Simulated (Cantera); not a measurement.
Charge: 1 mol Si3N4, 0.0017 mol O2, a varied amount of H2, at 1998.15 K and 1.33 mbar.

These are equilibrium values from Cantera (NASA tables, ideal gas, pure condensed phases), not measurements of a reactor. Candidate condensed phases: H2O, Si, SiO2, Si2N2O, Si3N4; 35 gas species. Gases not in the tables: Si2H6 and higher silanes. Kinetics and transport are ignored.

**Question.** What share of the Si ends up in condensed phases as a function of n(H2) (mol), at 16, 25, 39, 61, 95, 150, 230, 350, 550?

**Answer.** 
```
n(H2) (mol)  Si condensed (%)     as
-----------  ----------------  -----
16                       78.4  Si(l)
25                       67.6  Si(l)
39                       50.9  Si(l)
61                       24.7  Si(l)
95                        0.0      -
150                       0.0      -
230                       0.0      -
350                       0.0      -
550                       0.0      -
```
